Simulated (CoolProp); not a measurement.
Vapour-liquid equilibrium of propylene (1) + dimethyl ether (2) at 22.2 kPa; x and y are mole fractions of (1).

The numbers come from the multi-fluid Helmholtz-energy mixture model, Lemmon 2013 and Wu 2011; pair parameters Bell 2016 in CoolProp.

Task: Give the bubble temperature and the first vapour's composition at x = 0.15, 0.45, 0.75. Is there an azeotrope?

Result: x = 0.15: -61.7 °C, y = 0.435; x = 0.45: -69.3 °C, y = 0.765; x = 0.75: -73.6 °C, y = 0.907. No azeotrope shows between x = 0.05 and 0.95.

Pair parameters are fitted to limited data, so mixtures are less certain than the pure fluids.
